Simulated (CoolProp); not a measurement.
A simple Rankine cycle with R227EA: condensing at 295.15 K, boiler at 1.43 MPa, turbine inlet 381.4 K, turbine efficiency 0.7, pump efficiency 0.7, no recuperator. Each further row changes one setting.

Model: reference Helmholtz-energy equation of state, Lemmon 2016, in CoolProp.

```
case                             thermal efficiency (%)  net work (kJ/kg)  heat in (kJ/kg)  turbine exit temperature (K)  volume ratio over the turbine
-------------------------------  ----------------------  ----------------  ---------------  ----------------------------  -----------------------------
as stated                                           7.0                 …              181                         356.8                           3.69
turbine inlet 401.4 K                               6.9              13.8              202                             …                              …
condensing temperature 287.15 K                     8.2              15.5              190                             …                           4.78
boiler pressure 1 MPa                               5.2              9.62                …                         365.2                              …
turbine efficiency 0.6                              5.9              10.7              181                         359.0                              …
```

Q: What belongs in the gaps?

A: 
- as stated, net work (kJ/kg): 12.7
- turbine inlet 401.4 K, turbine exit temperature (K): 377.8
- turbine inlet 401.4 K, volume ratio over the turbine: 3.60
- condensing temperature 287.15 K, turbine exit temperature (K): 352.7
- boiler pressure 1 MPa, heat in (kJ/kg): 186
- boiler pressure 1 MPa, volume ratio over the turbine: 2.48
- turbine efficiency 0.6, volume ratio over the turbine: 3.72
